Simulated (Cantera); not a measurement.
Gas mixture: C3H8 = 0.81 (molar parts), at 0.750 Torr, frozen composition.

Cantera's kinetic-theory transport with the Lennard-Jones parameters of GRI-Mech 3.0, ideal gas; thermal conductivity in the mixture-averaged form.

One state of this run: ρ (kg/m³) = 0.00106; cp (J/kg/K) = 2549; μ (µPa s) = 13.3; λ (mW/m/K) = 44.9; Pr = 0.754; D (cm²/s) O = 448; D (cm²/s) NH3 = 312; D (cm²/s) CO2 = 217. D: mixture-averaged diffusion coefficient of that species in the mixture.

Q: Which value of T (K) does it belong to?
(A) 500
(B) 900
(C) 800
(D) 400

A: A, 500
